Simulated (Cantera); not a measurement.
Mixture: CO : H₂ : O₂ : N₂ : H₂O = 1 : 1.1 : 1.57 : 5.89 : 0.78 (molar parts), at 285 Torr, adiabatic and at constant volume. Ignition delay is the time to a rise of 400 K.

Cantera simulation using GRI-Mech 3.0 (53 species, 325 reactions); the numbers are that mechanism's predictions, not measurements. Where the delays flatten at high temperature, the 400 K rule measures the pace of heat release, not the induction time.

### Question
Predict: delay at 1175 K; delay at 1275 K; delay at 1375 K; delay at 1475 K; delay at 1575 K.

### Answer
```
Quantity           Result
---------------  --------
delay at 1175 K  0.192 ms
delay at 1275 K  0.134 ms
delay at 1375 K  0.108 ms
delay at 1475 K   97.9 µs
delay at 1575 K   97.8 µs
```
